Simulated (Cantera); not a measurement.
# Stirred combustor or abatement burner

A perfectly stirred reactor is fed with CO : H2 : CH4 : O2 : N2 = 1 : 0.44 : 1.3 : 6.04 : 22.7 (molar parts), at 1.70 bar; it is adiabatic with a 600 K inlet, and is followed from long to short residence time, starting on the burning branch (τ in s: 0.28, 0.13, 0.06, 0.028, 0.013, 0.006, 0.0028, 0.0013, 0.00061, 0.00028, 0.00013, 6.2e-05).

Cantera simulation using GRI-Mech 3.0 (53 species, 325 reactions); the numbers are that mechanism's predictions, not measurements.

| τ (s) | T (K) | x CO | x H2 | x CH4 | x CH2CO | x NO | x CH2O | x HCO |
|---|---|---|---|---|---|---|---|---|
| 0.28 | 1873 | 0.000183 | 4.32e-5 | 2.06e-6 | 4.47e-11 | 7.79e-5 | 2.28e-7 | 2.16e-9 |
| 0.13 | 1871 | 0.000275 | 5.93e-5 | 3.73e-6 | 1.33e-10 | 5.14e-5 | 4.25e-7 | 4.68e-9 |
| 0.060 | 1868 | 0.000438 | 8.87e-5 | 6.45e-6 | 3.52e-10 | 3.79e-5 | 7.61e-7 | 1.03e-8 |
| 0.028 | 1864 | 0.000711 | 0.000139 | 1.07e-5 | 8.31e-10 | 3.05e-5 | 1.31e-6 | 2.25e-8 |
| 0.013 | 1857 | 0.00117 | 0.000222 | 1.75e-5 | 1.83e-9 | 2.54e-5 | 2.24e-6 | 4.97e-8 |
| 0.0060 | 1847 | 0.00192 | 0.000359 | 2.85e-5 | 3.83e-9 | 2.08e-5 | 3.80e-6 | 1.11e-7 |
| 0.0028 | 1830 | 0.00313 | 0.000571 | 4.65e-5 | 7.69e-9 | 1.67e-5 | 6.35e-6 | 2.43e-7 |
| 0.0013 | 1806 | 0.00505 | 0.000891 | 7.76e-5 | 1.53e-8 | 1.32e-5 | 1.06e-5 | 5.35e-7 |
| 0.00061 | 1769 | 0.00805 | 0.00134 | 0.000134 | 3.10e-8 | 1.06e-5 | 1.79e-5 | 1.15e-6 |
| 0.00028 | 1713 | 0.0130 | 0.00198 | 0.000256 | 7.07e-8 | 8.09e-6 | 3.20e-5 | 2.50e-6 |
| 0.00013 | 1627 | 0.0216 | 0.00287 | 0.000587 | 2.15e-7 | 4.95e-6 | 6.43e-5 | 5.35e-6 |
| 6.2e-5 | 600 | 0.0318 | 0.0140 | 0.0413 | <1e-12 | <1e-12 | <1e-12 | <1e-12 |
x: mole fraction; the columns are a selection and need not sum to one.
